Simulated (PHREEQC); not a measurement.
Dissolve 0.019 mol/kgw HNO3 and 0.0035 mol/kgw KCl at 25 °C. Closed to the air; pH follows from the charge balance.

Computed with PHREEQC (ion-association model, wateq4f.dat).

No solid was allowed to form.

Question: Estimate the pH.

Answer: pH 1.77.

Species that the database lacks are ignored.
